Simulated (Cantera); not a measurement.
Input (Python, Cantera):

```python
import numpy as np
import cantera as ct

gas = ct.Solution("gri30.yaml")
gas.TPX = 1250, 1333, {'C2H6': 1, 'N2': 1.1}
reactor = ct.IdealGasConstPressureReactor(gas, energy="off", clone=False)
net = ct.ReactorNet([reactor])
net.rtol, net.atol = 1e-08, 1e-18
show = ['C2H6', 'HCN', 'CH3', 'H', 'CH4', 'C2H2', 'CH2']
times = np.geomspace(2e-06, 200, 10)

steps = ct.SolutionArray(gas, extra=["t"])
rows = []
print(f"{'t/s':>10s}{'T/K':>9s}{'P/Pa':>11s}" + "".join(f"{s:>11s}" for s in show))
for t in times:
    while net.time < t:
        t_next = net.step()
        steps.append(gas.state, t=t_next)
    rows.append([np.interp(t, steps.t, y) for y in (steps.T, steps.P, *steps(*show).X.T)])
    print(f"{t:10.3e}{rows[-1][0]:9.1f}{rows[-1][1]:11.4g}" + "".join(f"{x:11.3e}" for x in rows[-1][2:]))
rate = np.gradient(steps.T, steps.t)
print("integrator steps:", len(steps.t))
if steps.T.max() > steps.T[0] + 200:
    print(f"time of steepest temperature rise: {steps.t[rate.argmax()]:.4e} s")
gas.TPX = 1250, 1333, {'C2H6': 1, 'N2': 1.1}
gas.equilibrate("TP")
print(f"equilibrium (TP): T = {gas.T:.1f} K  " + "  ".join(f"{s} {gas[s].X[0]:.3e}" for s in show))
```

Result:

```
       t/s      T/K       P/Pa       C2H6        HCN        CH3          H        CH4       C2H2        CH2
 2.000e-06   1250.0       1333  4.762e-01  3.392e-24  1.206e-06  1.795e-10  1.654e-09  3.761e-20  6.314e-16
 1.549e-05   1250.0       1333  4.762e-01  1.556e-21  9.254e-06  1.830e-09  9.827e-08  1.081e-16  3.005e-13
 1.199e-04   1250.0       1333  4.761e-01  4.426e-18  6.674e-05  1.173e-07  5.621e-06  6.380e-13  1.063e-10
 9.283e-04   1250.0       1333  4.749e-01  1.114e-12  3.201e-04  4.821e-06  2.421e-04  3.486e-08  8.707e-09
 7.188e-03   1250.0       1333  4.282e-01  1.442e-10  1.055e-03  2.156e-05  7.073e-03  1.806e-04  8.590e-08
 5.565e-02   1250.0       1333  1.581e-01  3.289e-10  7.359e-04  2.963e-05  6.195e-02  1.024e-02  5.661e-08
 4.309e-01   1250.0       1333  1.841e-03  3.682e-10  7.324e-05  1.078e-05  1.010e-01  6.659e-02  1.477e-09
 3.336e+00   1250.0       1333  4.644e-05  3.505e-10  1.178e-05  2.060e-06  9.635e-02  1.142e-01  4.261e-11
 2.583e+01   1250.0       1333  1.464e-05  3.196e-10  8.757e-06  1.964e-06  8.791e-02  1.943e-01  2.521e-11
 2.000e+02   1250.0       1333  4.983e-06  3.119e-10  7.039e-06  1.713e-06  8.460e-02  2.172e-01  1.678e-11
integrator steps: 1563
equilibrium (TP): T = 1250.0 K  C2H6 3.251e-06  HCN 8.086e-02  CH3 4.572e-06  H 2.817e-06  CH4 3.743e-02  C2H2 1.891e-01  CH2 1.606e-11
```

Computed with Cantera and GRI-Mech 3.0 (53 species, 325 reactions). GRI-Mech 3.0 stops at C3 and has no aromatics, soot or wall deposition, so with more carbon than oxygen in the feed, carbon stays in small species such as C2H2 where larger ones or solid carbon would form. Radical loss at walls, strong at low pressure, is not modelled.
